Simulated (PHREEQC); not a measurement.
**Acid rinse or clean**

Consider water at 20 °C with 56 mmol/kgw HBr and 0.17 mmol/kgw ZnSO4. Closed to the air; pH follows from the charge balance.

The numbers come from PHREEQC with the ion-association model, wateq4f.dat.

Each row changes one thing in this solution. This is a speciation only: nothing precipitates in the calculation.

| case | pH | ionic strength (mol/kgw) | HSO4- (mol/kgw) | SO4-2 (mol/kgw) | ZnBr+ (mol/kgw) | ZnSO4 (mol/kgw) | SI of Goslarite (ZnSO4:7H2O) | SI of Zincite(c) (ZnO) |
|---|---|---|---|---|---|---|---|---|
| as made | 1.32 | 0.0564 | 0.000118 | 5.16e-5 | 1.17e-6 | 4.08e-7 | -6.74 | -12.87 |
| ZnSO4 from 0.00017 to 0.0017 mol/kgw | 1.33 | 0.0603 | 0.00114 | 0.000519 | 1.12e-5 | 3.87e-5 | -4.76 | (withheld) |
| 0.0036 mol/kgw NiSO4 added | 1.34 | 0.0651 | 0.00247 | 0.00117 | 1.07e-6 | 8.13e-6 | -5.44 | -12.86 |
| HBr from 0.056 to 0.0504 mol/kgw | 1.37 | 0.0508 | 0.000115 | 5.45e-5 | 1.08e-6 | 4.56e-7 | -6.69 | -12.77 |
| 0.0045 mol/kgw Na2CO3 added | (withheld) | 0.0565 | 0.000111 | 5.77e-5 | 1.17e-6 | 4.56e-7 | -6.69 | (withheld) |

### Question
What belongs in the gaps?

### Answer

- ZnSO4 from 0.00017 to 0.0017 mol/kgw, SI of Zincite(c) (ZnO): -11.87
- 0.0045 mol/kgw Na2CO3 added, pH: 1.40
- 0.0045 mol/kgw Na2CO3 added, SI of Zincite(c) (ZnO): -12.72
